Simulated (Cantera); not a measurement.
Equilibrium for hydrogen reduction and annealing atmospheres: CuO + H2 + N2

Charge: 1 mol CuO, a varied amount of H2, 63 mol N2, equilibrated at 2048 K and 1 atm.

Method: chemical equilibrium by Gibbs-energy minimisation in Cantera with the NASA 1993 tables (ideal gas, pure condensed phases). Candidate condensed phases: Cu, CuO, Cu(OH)2, Cu2O, H2O; 27 gas species. Rates play no part.

```tsv
n(H2) (mol)	log p N2	log p H2	log p H2O	log p Cu	log p H	log p Cu2	log p OH	n Cu(l)
5.1	-0.03	-1.22	-1.83	-2.18	-3.26	-4.49	-4.83	0.545
6.8	-0.04	-1.08	-1.84	-2.18	-3.19	-4.49	-4.91	0.534
9.2	-0.06	-0.94	-1.86	-2.18	-3.12	-4.49	-5.00	0.518
12	-0.07	-0.83	-1.87	-2.18	-3.07	-4.49	-5.07	0.499
16	-0.10	-0.72	-1.90	-2.18	-3.01	-4.49	-5.15	0.472
22	-0.13	-0.61	-1.93	-2.18	-2.95	-4.49	-5.24	0.432
29	-0.16	-0.51	-1.96	-2.18	-2.91	-4.49	-5.32	0.386
39	-0.21	-0.43	-2.01	-2.18	-2.86	-4.49	-5.41	0.319
53	-0.26	-0.35	-2.06	-2.18	-2.82	-4.49	-5.50	0.225
71	-0.33	-0.28	-2.12	-2.18	-2.79	-4.49	-5.60	0.105
94	-0.39	-0.23	-2.19	-2.20	-2.76	-4.53	-5.69	0
130	-0.48	-0.17	-2.28	-2.29	-2.74	-4.71	-5.81	0
```
log p: log10 of the partial pressure in bar; n: condensed amount in mol.

From 5.1 mol H2 to 71 mol H2 the condensed part is Cu(l). From 94 mol H2 to 130 mol H2 nothing is condensed. The main Cu-bearing gas is Cu throughout.
